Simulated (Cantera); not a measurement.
A Cantera script and its output.

```python
import numpy as np
import cantera as ct

gas = ct.Solution("gri30.yaml")
gas.TPX = 1325, 2666, {'H2': 0.0087, 'O2': 1, 'N2': 2, 'H2O': 0.013}
reactor = ct.IdealGasConstPressureReactor(gas, energy="off", clone=False)
net = ct.ReactorNet([reactor])
net.rtol, net.atol = 1e-08, 1e-18
show = ['H2', 'O2', 'NO', 'H', 'N2O']
times = np.geomspace(1e-05, 9, 13)

steps = ct.SolutionArray(gas, extra=["t"])
rows = []
print(f"{'t/s':>10s}{'T/K':>9s}{'P/Pa':>11s}" + "".join(f"{s:>11s}" for s in show))
for t in times:
    while net.time < t:
        t_next = net.step()
        steps.append(gas.state, t=t_next)
    rows.append([np.interp(t, steps.t, y) for y in (steps.T, steps.P, *steps(*show).X.T)])
    print(f"{t:10.3e}{rows[-1][0]:9.1f}{rows[-1][1]:11.4g}" + "".join(f"{x:11.3e}" for x in rows[-1][2:]))
rate = np.gradient(steps.T, steps.t)
print("integrator steps:", len(steps.t))
if steps.T.max() > steps.T[0] + 200:
    print(f"time of steepest temperature rise: {steps.t[rate.argmax()]:.4e} s")
gas.TPX = 1325, 2666, {'H2': 0.0087, 'O2': 1, 'N2': 2, 'H2O': 0.013}
gas.equilibrate("TP")
print(f"equilibrium (TP): T = {gas.T:.1f} K  " + "  ".join(f"{s} {gas[s].X[0]:.3e}" for s in show))
```

It prints:

```
       t/s      T/K       P/Pa         H2         O2         NO          H        N2O
 1.000e-05   1325.0       2666  2.879e-03  3.309e-01  4.408e-22  1.307e-10  2.882e-16
 3.135e-05   1325.0       2666  2.879e-03  3.309e-01  1.431e-20  3.203e-10  9.102e-16
 9.826e-05   1325.0       2666  2.879e-03  3.309e-01  3.843e-19  5.759e-10  2.927e-15
 3.080e-04   1325.0       2666  2.879e-03  3.309e-01  7.153e-18  9.716e-10  9.974e-15
 9.655e-04   1325.0       2666  2.879e-03  3.309e-01  1.309e-16  3.295e-09  4.070e-14
 3.026e-03   1325.0       2666  2.878e-03  3.309e-01  7.608e-15  8.960e-08  4.180e-13
 9.487e-03   1325.0       2666  4.210e-04  3.287e-01  2.803e-10  1.446e-04  1.210e-09
 2.974e-02   1325.0       2666  2.197e-05  3.284e-01  5.333e-09  1.010e-04  1.471e-08
 9.322e-02   1325.0       2666  1.583e-05  3.288e-01  1.974e-08  6.130e-05  3.131e-08
 2.922e-01   1325.0       2666  7.225e-06  3.294e-01  4.486e-08  1.872e-05  4.089e-08
 9.159e-01   1325.0       2666  1.810e-06  3.298e-01  6.932e-08  2.334e-06  4.571e-08
 2.871e+00   1325.0       2666  3.193e-07  3.299e-01  8.468e-08  1.732e-07  4.513e-08
 9.000e+00   1325.0       2666  5.869e-08  3.300e-01  9.216e-08  1.371e-08  3.414e-08
integrator steps: 1235
equilibrium (TP): T = 1325.0 K  H2 1.035e-08  O2 3.297e-01  NO 5.364e-04  H 1.026e-09  N2O 5.262e-09
```

Cantera simulation using GRI-Mech 3.0 (53 species, 325 reactions); the numbers are that mechanism's predictions, not measurements. Radical loss at walls, strong at low pressure, is not modelled.
